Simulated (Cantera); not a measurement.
A diamond (100) surface in a fixed gas of H2 with x(CH4) = 0.019, x(H) = 0.013, at 1125 K, 32.3 Torr; coverages are run to steady state.

Detailed kinetics in Cantera: the Harris–Goodwin 1993 mechanism for the reconstructed diamond (100) surface.

θ: site fractions in the mechanism's names (c6HH fully hydrogenated, c6H* and c6*H radical sites, c6** diradical, c6HM methylated).

| x(CH3) | growth (µm/h) | θ c6HH | θ c6H* | θ c6*H | θ c6** | θ c6HM |
|---|---|---|---|---|---|---|
| 1e-06 | ? | 0.492 | 0.0306 | 0.456 | 0.0211 | 2.02e-5 |
| 2.3e-06 | ? | 0.492 | 0.0306 | 0.456 | 0.0211 | 4.66e-5 |
| 5.2e-06 | ? | 0.492 | 0.0306 | 0.456 | 0.0211 | 0.000105 |
| 1.2e-05 | ? | 0.492 | 0.0306 | 0.456 | 0.0211 | 0.000243 |
| 2.7e-05 | ? | 0.492 | 0.0306 | 0.456 | 0.0211 | 0.000546 |
| 6.2e-05 | ? | 0.491 | 0.0305 | 0.455 | 0.0211 | 0.00125 |
| 0.00014 | ? | 0.490 | 0.0305 | 0.454 | 0.0210 | 0.00282 |
| 0.00032 | ? | 0.488 | 0.0303 | 0.451 | 0.0208 | 0.00640 |
| 0.00073 | ? | 0.482 | 0.0299 | 0.445 | 0.0204 | 0.0144 |

Task: What belongs in the gaps?

Result: 
- 1e-06, growth (µm/h): 0.0295
- 2.3e-06, growth (µm/h): 0.0679
- 5.2e-06, growth (µm/h): 0.153
- 1.2e-05, growth (µm/h): 0.354
- 2.7e-05, growth (µm/h): 0.796
- 6.2e-05, growth (µm/h): 1.83
- 0.00014, growth (µm/h): 4.11
- 0.00032, growth (µm/h): 9.32
- 0.00073, growth (µm/h): 20.9
